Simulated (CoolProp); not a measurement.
n-heptane along the isobar 29.2 bar: density (kg/m³) from the reference equation and from simpler models built on Tc = 541.2 K, pc = 27.74 bar, ω = 0.349; each cubic takes its own stable root.

Model: reference Helmholtz-energy equation of state, Span 2003, in CoolProp. It is a short technical equation, of lower accuracy than the large ones.

```
T (K)   phase  reference  Redlich-Kwong  Soave-Redlich-Kwong
-----  ------  ---------  -------------  -------------------
226.7  liquid      740.7          631.9                645.2
248.4  liquid      723.0          619.1                634.7
270.1  liquid      705.3          605.6                623.3
291.8  liquid      687.6          591.1                610.8
313.5  liquid      669.6          575.7                597.3
335.2  liquid      651.2          559.2                582.5
356.9  liquid      632.3          541.5                566.2
378.6  liquid      612.6          522.5                548.3
400.4  liquid      591.8          501.9                528.3
422.1  liquid      569.7          479.5                506.0
```
